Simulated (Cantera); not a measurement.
Feed: 1 mol CH3SiH3, 1300 mol H2, 1.3 mol CH4, held at 2200 K and 1.65 Torr.

Cantera equilibrium calculation (NASA polynomials, part measured and part estimated; ideal gas, pure solids and liquids). Candidate condensed phases: C, C6H6, C7H8, C8H18, Si, SiC; 87 gas species. The feed counts by its element totals alone. Kinetics and transport are ignored.

Base state: H2 0.885, H 0.113, C2H2 (acetylene) 0.000801, Si 0.000683, SiC2 2.32e-5, SiH 1.33e-5 (mole fractions); condensed: gas only.

What changes in the equilibrium state with this change: temperature from 2200 K to 1573 K?


| species | before | after |
|---|---|---|
| H2 | 0.885 | 0.999 |
| H | 0.113 | 0.000866 |
| C2H2 (acetylene) | 0.000801 | 2.06e-5 |
| Si | 0.000683 | 2.39e-7 |
| SiC2 | 2.32e-5 | <1e-9 |
| SiH | 1.33e-5 | 2.70e-8 |
| C(graphite), mol | 0 | 1.24 |
| SiC(s), mol | 0 | 1.000 |
